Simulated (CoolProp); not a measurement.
Model: reference Helmholtz-energy equation of state, Lemmon 2006, in CoolProp. It is a short technical equation, of lower accuracy than the large ones.

### Question
Give the vapour pressure (MPa), vapour density (kg/m³), liquid cp (kJ/(kg K)), liquid viscosity (µPa s) of saturated isopentane at 35.95 °C.

### Answer
| T (°C) | p (MPa) | vapour density (kg/m³) | liquid cp (kJ/(kg K)) | liquid viscosity (µPa s) |
|---|---|---|---|---|
| 35.95 | 0.133 | 3.95 | 2.33 | 176 |

Viscosity comes from a separate model (Chung 1988), a generic estimate that can be far off for the liquid and wasn't checked against measurements.
